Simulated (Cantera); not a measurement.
Input: 1 mol CH3OH, 3 mol H2O, 29 mol H2, equilibrated at 1048.15 K and 0.100 bar.

Method: chemical equilibrium by Gibbs-energy minimisation in Cantera with the NASA 1993 tables (ideal gas, pure condensed phases). Candidate condensed phases: C, C6H6, C7H8, C8H18, H2O; 110 gas species. The numbers say what is thermodynamically allowed, not how fast it happens.

Base state: H2 0.889, H2O 0.0829, CO 0.0257, CO2 0.00284, CH4 2.37e-5 (mole fractions); condensed: gas only.

### Question
What changes in the equilibrium state with this change: H2 from 29 to 5.1 mol?

### Answer
```tsv
species	before	after
H2	0.889	0.667
H2O	0.0829	0.243
CO	0.0257	0.0629
CO2	0.00284	0.0272
CH4	2.37e-5	8.34e-6
```
